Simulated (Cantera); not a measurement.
A perfectly stirred reactor is fed with C2H6 : H2 = 1 : 9.6 (molar parts), at 0.143 Torr; it is held at 1950 K, and followed from long to short residence time.

Computed with Cantera and GRI-Mech 3.0 (53 species, 325 reactions). GRI-Mech 3.0 stops at C3 and has no aromatics, soot or wall deposition, so with more carbon than oxygen in the feed, carbon stays in small species such as C2H2 where larger ones or solid carbon would form. Radical loss at walls, strong at low pressure, is not modelled.

### Question
What does this change do: C2H6 1 to 0.29 parts?

### Answer
| quantity | before | after |
|---|---|---|
| x(C2H6) at τ = 2.70 s | 4.97e-5 | 1.69e-5 |
| x(H2) at τ = 2.70 s | 0.895 | 0.955 |
| x(C2H4) at τ = 2.70 s | 0.000347 | 0.000109 |
| x(CH4) at τ = 2.70 s | 0.0238 | 0.0132 |
| x(H) at τ = 2.70 s | 0.00937 | 0.00921 |
| x(C2H6) at τ = 0.110 s | 0.00106 | 0.000368 |
| x(H2) at τ = 0.110 s | 0.858 | 0.941 |
| x(C2H4) at τ = 0.110 s | 0.00345 | 0.000900 |
| x(CH4) at τ = 0.110 s | 0.0676 | 0.0302 |
| x(H) at τ = 0.110 s | 0.0123 | 0.0111 |

### Question
What does this change do: temperature 1950 to 1548 K?

### Answer
| quantity | before | after |
|---|---|---|
| x(C2H6) at τ = 2.70 s | 4.97e-5 | 0.000840 |
| x(H2) at τ = 2.70 s | 0.895 | 0.870 |
| x(C2H4) at τ = 2.70 s | 0.000347 | 0.00372 |
| x(CH4) at τ = 2.70 s | 0.0238 | 0.0798 |
| x(H) at τ = 2.70 s | 0.00937 | 0.00205 |
| x(C2H6) at τ = 0.110 s | 0.00106 | 0.0146 |
| x(H2) at τ = 0.110 s | 0.858 | 0.858 |
| x(C2H4) at τ = 0.110 s | 0.00345 | 0.0168 |
| x(CH4) at τ = 0.110 s | 0.0676 | 0.0881 |
| x(H) at τ = 0.110 s | 0.0123 | 0.00255 |
